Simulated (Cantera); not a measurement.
# Equilibrium for hydrogen reduction and annealing atmospheres: V₂O₃ + H₂ + N₂

A closed system holds: 1 mol V₂O₃, 3.5 mol H₂, 32 mol N₂, equilibrated at 69.8 Torr.

Method: chemical equilibrium by Gibbs-energy minimisation in Cantera with the NASA 1993 tables (ideal gas, pure condensed phases). Candidate condensed phases: H₂O, V, VN, VO, V₂O₃, V₂O₄, V₂O₅; 28 gas species. Mutual solubility and eutectic melting of coexisting phases are not modelled. VN, VO: taken at fixed stoichiometry. Condensed phases not in the tables: the oxides between V₂O₃ and V₂O₅ other than VO₂, solid solutions among these carbides, nitrides and lower oxides, V₂N. Equilibrium is a limit: real reactors are often held back by kinetics, nucleation or transport.

From 1225 °C to 1275 °C the condensed part is VN(s) + V₂O₃(s). From 1300 °C to 1550 °C the condensed part is VO(s) + V₂O₃(s).

```tsv
T (°C)	x N₂	x H₂	x H₂O	x H	x VO₂	x VO	n VN(s)	n V₂O₃(s)	n VO(s)
1225	0.901	0.0981	0.000468	1.77e-5	4.52e-9	4.70e-10	0.0111	0.994	0
1250	0.901	0.0981	0.000472	2.37e-5	8.48e-9	1.01e-9	0.0112	0.994	0
1275	0.901	0.0981	0.000476	3.16e-5	1.56e-8	2.11e-9	0.0113	0.994	0
1300	0.901	0.0980	0.000527	4.17e-5	2.95e-8	4.12e-9	0	0.981	0.0374
1325	0.901	0.0980	0.000596	5.46e-5	5.52e-8	7.75e-9	0	0.979	0.0423
1350	0.901	0.0979	0.000672	7.09e-5	1.01e-7	1.43e-8	0	0.976	0.0477
1375	0.901	0.0978	0.000754	9.13e-5	1.83e-7	2.59e-8	0	0.973	0.0536
1400	0.901	0.0977	0.000844	0.000117	3.23e-7	4.59e-8	0	0.970	0.0599
1425	0.901	0.0976	0.000941	0.000148	5.62e-7	8.01e-8	0	0.967	0.0668
1450	0.901	0.0974	0.00105	0.000187	9.60e-7	1.37e-7	0	0.963	0.0743
1475	0.901	0.0973	0.00116	0.000234	1.61e-6	2.32e-7	0	0.959	0.0823
1500	0.901	0.0972	0.00128	0.000291	2.67e-6	3.85e-7	0	0.954	0.0909
1525	0.901	0.0970	0.00141	0.000360	4.36e-6	6.30e-7	0	0.950	0.100
1550	0.901	0.0968	0.00155	0.000442	7.01e-6	1.02e-6	0	0.945	0.110
```
x: gas mole fraction; n: condensed amount in mol.
